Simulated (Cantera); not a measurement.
What does this Cantera script print?

```python
import numpy as np
import cantera as ct

gas = ct.Solution("h2o2.yaml")
gas.TPX = 623, 440000, {'H2': 1, 'O2': 0.172, 'N2': 0.648}
flame = ct.FreeFlame(gas, width=0.014)
flame.set_refine_criteria(ratio=3, slope=0.08, curve=0.16)
flame.transport_model = "mixture-averaged"
flame.solve(loglevel=0, auto=True)
z, T = flame.grid, flame.T
thick = (T[-1] - T[0]) / np.gradient(T, z).max()
show = ['H2', 'O2', 'H', 'OH', 'HO2', 'O']
print(f"laminar burning velocity  {flame.velocity[0] * 100:.3f} cm/s")
print(f"burnt temperature         {T[-1]:.1f} K")
print(f"thermal thickness         {thick * 1e3:.4f} mm")
print(f"grid points               {len(z)}")
z0 = z[flame.heat_release_rate.argmax()]
print(f"{'z/mm':>9s}{'T/K':>9s}{'u/(m/s)':>9s}" + "".join(f"{s:>11s}" for s in show))
rows = []
for k in (-3, -2, -1.5, -1, -0.5, -0.25, 0, 0.25, 0.5, 1, 2, 4, 8):
    zz = z0 + k * thick
    rows.append([k * thick, np.interp(zz, z, T), np.interp(zz, z, flame.velocity),
                 *(np.interp(zz, z, flame.X[gas.species_index(s)]) for s in show)])
    print(f"{rows[-1][0] * 1e3:9.3f}{rows[-1][1]:9.1f}{rows[-1][2]:9.3f}" + "".join(f"{x:11.3e}" for x in rows[-1][3:]))
```

Result:

```
laminar burning velocity  835.103 cm/s
burnt temperature         2059.5 K
thermal thickness         0.0754 mm
grid points               108
     z/mm      T/K  u/(m/s)         H2         O2          H         OH        HO2          O
   -0.226    623.0    8.351  5.495e-01  9.451e-02  3.020e-15  7.056e-16  4.207e-11  1.759e-14
   -0.151    623.0    8.351  5.494e-01  9.451e-02  4.106e-13  8.126e-14  2.079e-09  2.026e-12
   -0.113    623.1    8.351  5.494e-01  9.451e-02  8.341e-11  6.496e-12  6.007e-08  1.609e-10
   -0.075    624.0    8.359  5.492e-01  9.457e-02  5.790e-08  1.236e-09  3.527e-06  1.792e-08
   -0.038    687.4    9.084  5.404e-01  9.445e-02  2.574e-04  7.668e-05  5.460e-04  1.617e-05
   -0.019    938.2   12.065  5.097e-01  8.650e-02  4.816e-03  4.993e-04  4.422e-04  2.026e-04
    0.000   1286.7   16.173  4.522e-01  6.024e-02  2.159e-02  1.044e-03  2.126e-04  9.425e-04
    0.019   1535.3   19.177  3.987e-01  2.662e-02  4.016e-02  1.571e-03  8.692e-05  1.084e-03
    0.038   1661.4   20.705  3.745e-01  8.821e-03  4.697e-02  1.581e-03  2.794e-05  5.672e-04
    0.075   1766.1   21.910  3.685e-01  9.942e-04  4.329e-02  1.487e-03  2.978e-06  1.786e-04
    0.151   1852.5   22.845  3.746e-01  5.910e-05  3.278e-02  1.323e-03  1.980e-07  8.963e-05
    0.302   1927.8   23.639  3.819e-01  1.124e-05  2.211e-02  1.032e-03  5.453e-08  4.466e-05
    0.603   1984.0   24.221  3.876e-01  4.593e-06  1.377e-02  7.113e-04  2.448e-08  1.857e-05
```

Computed with Cantera and the H2/O2 subset of GRI-Mech 3.0, which has no nitrogen chemistry. The hydrogen kinetics of GRI-Mech 3.0 are dated; newer H2 mechanisms differ, most at raised pressure. Burning velocities carry a grid error of a few per cent, more on coarse grids.
